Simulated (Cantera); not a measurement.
An adiabatic, constant-pressure homogeneous reactor starts with H2 : O2 : N2 = 1 : 1.19 : 4.48 (molar parts), equivalence ratio 0.42, at 1725 K and 30.0 bar. Integrator tolerance rtol = 1e-08.

Model: the H2/O2 subset of GRI-Mech 3.0, which has no nitrogen chemistry, integrated in Cantera. The hydrogen kinetics of GRI-Mech 3.0 are dated; newer H2 mechanisms differ, most at raised pressure. The pressure lies above the range GRI-Mech 3.0 was tuned for (to about 10 atm).

Question: What does this change do: initial temperature 1725 to 1625 K?

Answer: 
```csv
quantity,before,after
time of steepest temperature rise,0.311 µs,0.450 µs
temperature at 0.200 s,2691 K,2612 K
equilibrium temperature,2691 K,2612 K
x(H2) at 0.200 s,0.00121 (gas-phase equilibrium 0.00121),0.000867 (gas-phase equilibrium 0.000867)
x(O2) at 0.200 s,0.108 (gas-phase equilibrium 0.108),0.109 (gas-phase equilibrium 0.109)
x(OH) at 0.200 s,0.0113 (gas-phase equilibrium 0.0113),0.00916 (gas-phase equilibrium 0.00916)
x(H2O2) at 0.200 s,2.87e-6 (gas-phase equilibrium 2.87e-6),2.50e-6 (gas-phase equilibrium 2.50e-6)
x(HO2) at 0.200 s,4.00e-5 (gas-phase equilibrium 4.00e-5),3.37e-5 (gas-phase equilibrium 3.37e-5)
x(H) at 0.200 s,0.000351 (gas-phase equilibrium 0.000351),0.000218 (gas-phase equilibrium 0.000218)
x(H2O) at 0.200 s,0.154 (gas-phase equilibrium 0.154),0.156 (gas-phase equilibrium 0.156)
```
